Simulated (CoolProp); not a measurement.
Vapour-liquid equilibrium of cyclohexane (1) + m-xylene (2) at 79.2 kPa; x and y are mole fractions of (1).

The numbers come from the multi-fluid Helmholtz-energy mixture model, Zhou 2014 and Zhou 2012; pair parameters Bell 2016 in CoolProp.

**Question.** Give the bubble temperature and the first vapour's composition at x = 0.05, 0.5, 0.65. Is there an azeotrope?

**Answer.** x = 0.05: 395.8 K, y = 0.229; x = 0.5: 361.1 K, y = 0.856; x = 0.65: 355.6 K, y = 0.912. No azeotrope shows between x = 0.05 and 0.95.

Pair parameters are fitted to limited data, so mixtures are less certain than the pure fluids.
